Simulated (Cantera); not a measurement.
# Hydrocarbon pyrolysis for carbon deposition

An isothermal, constant-pressure homogeneous reactor starts with C2H4 : H2 = 1 : 62 (molar parts), at 1825 K and 1.00 bar.

Detailed kinetics in Cantera: GRI-Mech 3.0 (53 species, 325 reactions). GRI-Mech 3.0 was tuned for natural gas; its chemistry of ethylene as a main component is partial and can be far from experiment. GRI-Mech 3.0 stops at C3 and has no aromatics, soot or wall deposition, so with more carbon than oxygen in the feed, carbon stays in small species such as C2H2 where larger ones or solid carbon would form.

| t (s) | x C2H4 | x H2 | x C2H | x CH3 | x C2H6 | x H |
|---|---|---|---|---|---|---|
| 0.000100 | 0.0137 | 0.984 | 7.80e-10 | 5.84e-8 | 8.92e-7 | 3.67e-5 |
| 0.000416 | 0.00609 | 0.984 | 1.27e-8 | 2.91e-7 | 1.39e-6 | 0.000134 |
| 0.00173 | 0.000307 | 0.984 | 4.75e-8 | 1.03e-6 | 1.17e-7 | 0.000316 |
| 0.00721 | 0.000290 | 0.984 | 6.80e-8 | 3.21e-6 | 1.30e-7 | 0.000454 |
| 0.0300 | 0.000282 | 0.983 | 6.54e-8 | 1.06e-5 | 1.33e-7 | 0.000448 |
| 0.125 | 0.000260 | 0.982 | 5.93e-8 | 3.27e-5 | 1.93e-7 | 0.000442 |
| 0.520 | 0.000246 | 0.981 | 5.57e-8 | 4.74e-5 | 2.74e-7 | 0.000439 |
| 2.16 | 0.000246 | 0.981 | 5.56e-8 | 4.76e-5 | 2.74e-7 | 0.000439 |
| 9.00 | 0.000246 | 0.981 | 5.56e-8 | 4.76e-5 | 2.74e-7 | 0.000439 |
x: mole fraction; the columns are a selection and need not sum to one.

Equilibrium at this temperature and pressure: C2H4 0.000246, H2 0.981, C2H 5.56e-8, CH3 4.76e-5, C2H6 2.74e-7, H 0.000439 (gas phase only).
